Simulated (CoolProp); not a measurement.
Saturation properties of diethyl ether.

Computed with CoolProp (reference Helmholtz-energy equation of state, Thol 2014).

```tsv
T (K)	p (MPa)	liquid density (kg/m³)	enthalpy of vaporisation (kJ/kg)	liquid cp (kJ/(kg K))	vapour Z
281.9	0.03680	726.2	379.8	2.281	0.9766
296.1	0.06607	___	368.0	2.327	0.9653
310.2	0.1110	693.6	355.9	2.377	0.9509
324.4	0.1775	___	343.0	2.432	___
338.6	0.2713	658.1	___	2.491	0.9113
352.8	0.3988	638.9	314.4	___	0.8855
366.9	0.5656	618.7	298.5	2.629	0.8553
381.1	0.7815	596.8	280.9	2.714	0.8198
395.3	1.053	573.1	261.3	2.815	0.7784
```

### Question
Complete the blanks.

### Answer

- 296.1, liquid density (kg/m³): 710.2
- 324.4, liquid density (kg/m³): 676.3
- 324.4, vapour Z: 0.9330
- 338.6, enthalpy of vaporisation (kJ/kg): 329.2
- 352.8, liquid cp (kJ/(kg K)): 2.557

It boils at 307.6 K under 1 atm.
